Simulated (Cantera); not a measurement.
Mixture: H₂ : O₂ : N₂ = 1 : 1.16 : 4.37 (molar parts), equivalence ratio 0.43, at 0.520 bar, adiabatic and at constant pressure. Ignition delay is the time to a rise of 400 K.

Computed with Cantera and GRI-Mech 3.0 (53 species, 325 reactions). Where the delays flatten at high temperature, the 400 K rule measures the pace of heat release, not the induction time.

**Question.** What does this change do: O2 1.16 to 1.7 parts?

**Answer.** 
| quantity | before | after |
|---|---|---|
| delay at 1300 K | 88.4 µs | 76.5 µs |
| delay at 1450 K | 79.7 µs | 70.7 µs |
| delay at 1600 K | 87.9 µs | 79.8 µs |
| delay at 1750 K | 0.106 ms | 98.6 µs |
| delay at 1900 K | 0.133 ms | 0.126 ms |
